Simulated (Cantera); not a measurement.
Input: 1 mol SiHCl₃, 160 mol N₂, held at 1125 °C and 1 atm.

Cantera equilibrium calculation (NASA polynomials, part measured and part estimated; ideal gas, pure solids and liquids). Candidate condensed phases: NH₄Cl, Si, Si₃N₄; 28 gas species. N₂ is the only nitrogen source here; it is nearly inert below about 1500 K, so the nitride shown seldom forms there in practice. The tables' values for SiCl₃ are old estimates; treat these amounts as uncertain. Rates play no part.

Base state: N₂ 0.991, HCl 0.00580, SiCl₄ 0.00288, SiCl₃ 0.000323, H₂ 0.000199, SiCl₂ 0.000155 (mole fractions); condensed: Si₃N₄(s).

Question: What changes in the equilibrium state with this change: SiHCl₃ replaced by SiCl₄?

Answer: 
```csv
species,before,after
N₂,0.991,0.994
SiCl₄,0.00288,0.00618
SiCl₃,0.000323,3.38e-5
HCl,0.00580,0
H₂,0.000199,0
SiCl₂,0.000155,7.92e-7
Cl,1.60e-6,3.27e-5
"Si₃N₄(s), mol",0.153,0
```
